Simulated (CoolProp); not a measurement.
c-C4F8 (RC318) along the isobar 1920 kPa: Z from the reference equation and from simpler models built on Tc = 388.4 K, pc = 2778 kPa, ω = 0.355; each cubic takes its own stable root.

Model: reference Helmholtz-energy equation of state, Platzer 1990, in CoolProp. This equation is an older, rougher fit; its heat capacities, sound speeds and derivatives of the liquid may be far off and weren't checked against measurements.

```csv
T (K),phase,reference
310.1,liquid,0.1020
333.8,liquid,0.1023
357.6,liquid,0.1069
381.3,gas,0.6728
405,gas,0.7650
428.8,gas,0.8206
452.5,gas,0.8590
476.3,gas,0.8875
500,gas,0.9095
```

Q: How far does each simpler model (Redlich-Kwong, Peng-Robinson) lie from the reference over these 9 states: mean and median of the absolute difference, and the worst?

A: 
- Redlich-Kwong: mean 7.3 %, median 2.4 %, worst +22.9 % at 357.6 K and 1920 kPa
- Peng-Robinson: mean 2.6 %, median 2.4 %, worst -5.6 % at 310.1 K and 1920 kPa
